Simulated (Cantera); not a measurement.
An adiabatic, constant-volume homogeneous reactor starts with H₂ : O₂ : N₂ = 1 : 0.333 : 3.17 (molar parts), equivalence ratio 1.5, at 1575 K and 2.07 atm. Integrator tolerance rtol = 1e-08.

Computed with Cantera and the H2/O2 subset of GRI-Mech 3.0, which has no nitrogen chemistry. The hydrogen kinetics of GRI-Mech 3.0 are dated; newer H2 mechanisms differ, most at raised pressure.

Q: What does this change do: N2 3.17 to 1.3 parts?

A: 
| quantity | before | after |
|---|---|---|
| time of steepest temperature rise | 9.07 µs | 5.16 µs |
| temperature at 0.300 s | 2731 K | 3101 K |
| equilibrium temperature | 2731 K | 3101 K |
| x(H₂) at 0.300 s | 0.0781 (gas-phase equilibrium 0.0781) | 0.142 (gas-phase equilibrium 0.142) |
| x(O₂) at 0.300 s | 0.000312 (gas-phase equilibrium 0.000312) | 0.00304 (gas-phase equilibrium 0.00304) |
| x(OH) at 0.300 s | 0.00501 (gas-phase equilibrium 0.00501) | 0.0254 (gas-phase equilibrium 0.0254) |
| x(H) at 0.300 s | 0.00976 (gas-phase equilibrium 0.00976) | 0.0417 (gas-phase equilibrium 0.0417) |
| x(H₂O₂) at 0.300 s | 5.52e-8 (gas-phase equilibrium 5.52e-8) | 5.19e-7 (gas-phase equilibrium 5.19e-7) |
Above 3000 K some thermodynamic fits are extrapolated.

Q: What does this change do: constant pressure in place of constant volume?

A: 
```json
[
 {"quantity": "time of steepest temperature rise", "before": "9.07 µs", "after": "9.14 µs"},
 {"quantity": "temperature at 0.300 s", "before": "2731 K", "after": "2555 K"},
 {"quantity": "equilibrium temperature", "before": "2731 K", "after": "2555 K"},
 {"quantity": "x(H₂) at 0.300 s", "before": "0.0781 (gas-phase equilibrium 0.0781)", "after": "0.0783 (gas-phase equilibrium 0.0783)"},
 {"quantity": "x(O₂) at 0.300 s", "before": "0.000312 (gas-phase equilibrium 0.000312)", "after": "0.000113 (gas-phase equilibrium 0.000113)"},
 {"quantity": "x(OH) at 0.300 s", "before": "0.00501 (gas-phase equilibrium 0.00501)", "after": "0.00271 (gas-phase equilibrium 0.00271)"},
 {"quantity": "x(H) at 0.300 s", "before": "0.00976 (gas-phase equilibrium 0.00976)", "after": "0.00619 (gas-phase equilibrium 0.00619)"},
 {"quantity": "x(H₂O₂) at 0.300 s", "before": "5.52e-8 (gas-phase equilibrium 5.52e-8)", "after": "1.90e-8 (gas-phase equilibrium 1.90e-8)"}
]
```
